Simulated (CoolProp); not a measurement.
Vapour-liquid equilibrium of 1-butene (1) + n-butane (2) at -20.25 °C; x and y are mole fractions of (1).

Model: multi-fluid Helmholtz-energy mixture model, Lemmon 2005 and Bücker 2006; pair parameters Bell 2016, in CoolProp.

```tsv
x	bubble pressure (MPa)	y at the bubble point	dew pressure at overall composition x (MPa)	liquid density (mol/L)
0.05	0.04536	…	0.04522	10.74
0.15	0.04670	0.186	0.04630	…
0.25	0.04807	0.302	0.04745	10.87
0.35	…	0.411	0.04866	10.94
0.45	0.05075	0.513	0.04993	11.01
0.55	0.05203	…	0.05124	11.09
0.65	0.05324	0.701	0.05257	11.16
0.75	0.05438	0.788	0.05389	11.24
0.85	0.05544	0.873	0.05516	11.31
0.95	0.05640	0.958	0.05632	11.39
```

### Question
Some entries are withheld; supply them.

### Answer

- 0.05, y at the bubble point: 0.063
- 0.15, liquid density (mol/L): 10.80
- 0.35, bubble pressure (MPa): 0.04942
- 0.55, y at the bubble point: 0.609

No azeotrope shows between x = 0.05 and 0.95.

The pair parameters rest on a limited set of measurements; away from them the model extrapolates.
